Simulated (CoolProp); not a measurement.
Values from CoolProp's reference Helmholtz-energy equation of state, Wu 2011.

Question: Give the vapour pressure (kPa), liquid density (kg/m³), vapour density (kg/m³), enthalpy of vaporisation (kJ/kg) of saturated dimethyl ether at 297.9 K.

Answer: 
| T (K) | p (kPa) | liquid density (kg/m³) | vapour density (kg/m³) | enthalpy of vaporisation (kJ/kg) |
|---|---|---|---|---|
| 297.9 | 586 | 662 | 12.4 | 401 |
